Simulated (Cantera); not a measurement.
What does this Cantera script print?

```python
import numpy as np
import cantera as ct

gas_names = [...]  # 151 gases of nasa_gas.yaml made of C, H, N, O, Si
cond_names = """
    C(gr) C6H6(L) C7H8(L) C8H18(L),n-octa H2O(s) H2O(L) Si(cr) Si(L) SiC(b) SiO2(Lqz) SiO2(hqz) SiO2(L)
    Si2N2O(s) Si3N4(a)
""".split()


# ... load() reads the species with a 1 bar reference pressure and builds the phases ...
atoms = {
    'HMDSO': {'Si': 2, 'C': 6, 'H': 18, 'O': 1},
    'NO': {'N': 1, 'O': 1},
    'N2': {'N': 2},
}
top_T = {'C(gr)': 4500, 'SiC(b)': 3050, 'Si2N2O(s)': 2100, 'Si3N4(a)': 2400}  # K; cautious upper limits of use, not melting points


# ... equilibrate(T, P, feed) seeds the gas with the atoms and calls Mixture.equilibrate('TP', solver="vcs", rtol=1e-11, max_steps=5000) ...
results = []
feed = {'HMDSO': 1, 'NO': 6.4, 'N2': 70}  # mol
P = 1900  # Pa
for T in [1548, 1573, 1598, 1623, 1648, 1673, 1698, 1723, 1748, 1773, 1798]:
    mix = equilibrate(T, P, feed)
    results.append((T, P, feed, dict(zip(mix.species_names, mix.species_moles))))
    x = sorted(zip(gas.X, gas.species_names), reverse=True)
    print(f"T = {T:g} K  P = {P:g} Pa  gas = {mix.phase_moles(0):.4g} mol")
    print("   x: " + "  ".join(f"{s} {v:.3e}" for v, s in x if v > 1e-05))
    print("   condensed (mol): " + ("  ".join(f"{mix.phase(i).name} {mix.phase_moles(i):.4g}"
          for i in range(1, mix.n_phases) if mix.phase_moles(i) > 1e-12) or "none"))
```

It prints:

```
T = 1548 K  P = 1900 Pa  gas = 87.53 mol
   x: N2 8.270e-01  H2 1.028e-01  CO 6.854e-02  SiO 1.624e-03  H 7.161e-05  H2O 2.188e-05
   condensed (mol): SiO2(hqz) 0.2179  Si2N2O(s) 0.82
T = 1573 K  P = 1900 Pa  gas = 87.69 mol
   x: N2 8.259e-01  H2 1.026e-01  CO 6.842e-02  SiO 3.014e-03  H 9.447e-05  H2O 2.292e-05
   condensed (mol): SiO2(hqz) 0.1771  Si2N2O(s) 0.7793
T = 1598 K  P = 1900 Pa  gas = 87.98 mol
   x: N2 8.240e-01  H2 1.022e-01  CO 6.819e-02  SiO 5.484e-03  H 1.235e-04  H2O 2.392e-05
   condensed (mol): SiO2(hqz) 0.1043  Si2N2O(s) 0.7066
T = 1623 K  P = 1900 Pa  gas = 88.4 mol
   x: N2 8.212e-01  H2 1.017e-01  CO 6.786e-02  SiO 9.005e-03  H 1.599e-04  H2O 2.104e-05
   condensed (mol): Si2N2O(s) 0.602
T = 1648 K  P = 1900 Pa  gas = 88.41 mol
   x: N2 8.212e-01  H2 1.017e-01  CO 6.786e-02  SiO 9.051e-03  H 2.060e-04
   condensed (mol): Si2N2O(s) 0.5999
T = 1673 K  P = 1900 Pa  gas = 88.42 mol
   x: N2 8.211e-01  H2 1.016e-01  CO 6.783e-02  SiO 9.096e-03  H 2.634e-04  HCN 2.610e-05
   condensed (mol): Si2N2O(s) 0.5979
T = 1698 K  P = 1900 Pa  gas = 88.43 mol
   x: N2 8.210e-01  H2 1.016e-01  CO 6.778e-02  SiO 9.191e-03  H 3.343e-04  HCN 7.010e-05
   condensed (mol): Si2N2O(s) 0.5936
T = 1723 K  P = 1900 Pa  gas = 88.45 mol
   x: N2 8.209e-01  H2 1.014e-01  CO 6.765e-02  SiO 9.415e-03  H 4.214e-04  HCN 1.774e-04
   condensed (mol): Si2N2O(s) 0.5834
T = 1748 K  P = 1900 Pa  gas = 89 mol
   x: N2 8.189e-01  H2 1.008e-01  CO 6.571e-02  SiO 1.392e-02  H 5.262e-04  HCN 2.037e-04
   condensed (mol): SiC(b) 0.1334  Si2N2O(s) 0.3135
T = 1773 K  P = 1900 Pa  gas = 89.63 mol
   x: N2 8.166e-01  H2 9.998e-02  CO 6.350e-02  SiO 1.906e-02  H 6.526e-04  HCN 2.007e-04  Si 1.821e-05
   condensed (mol): SiC(b) 0.2897
T = 1798 K  P = 1900 Pa  gas = 89.64 mol
   x: N2 8.165e-01  H2 9.988e-02  CO 6.348e-02  SiO 1.907e-02  H 8.072e-04  HCN 2.354e-04  Si 2.857e-05
   condensed (mol): SiC(b) 0.2875
```

These are equilibrium values from Cantera (NASA tables, ideal gas, pure condensed phases), not measurements of a reactor. The feed counts by its element totals alone. Mutual solubility and eutectic melting of coexisting phases are not modelled. The tables hold silica as quartz up to 1696 K and as liquid above; real silica turns to tridymite and cristobalite and melts near 1996 K.
